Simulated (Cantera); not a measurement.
An adiabatic, constant-pressure homogeneous reactor starts with C₃H₈ : O₂ : N₂ = 1 : 5.49 : 14.8 (molar parts), equivalence ratio 0.91, at 1600 K and 1350 Torr.

Cantera simulation using GRI-Mech 3.0 (53 species, 325 reactions); the numbers are that mechanism's predictions, not measurements. GRI-Mech 3.0 was tuned for natural gas; its chemistry of propane as a main component is partial and can be far from experiment.

**Question.** Predict: time of steepest temperature rise; temperature at 0.200 s; equilibrium temperature; x(O₂) at 0.200 s; x(NO) at 0.200 s; x(H) at 0.200 s.

**Answer.** 
```
Item                                                              Result
---------------------------------  -------------------------------------
time of steepest temperature rise                                20.5 µs
temperature at 0.200 s                                            2915 K
equilibrium temperature                                           2915 K
x(O₂) at 0.200 s                   0.0400 (gas-phase equilibrium 0.0400)
x(NO) at 0.200 s                   0.0166 (gas-phase equilibrium 0.0166)
x(H) at 0.200 s                    0.0116 (gas-phase equilibrium 0.0116)
```
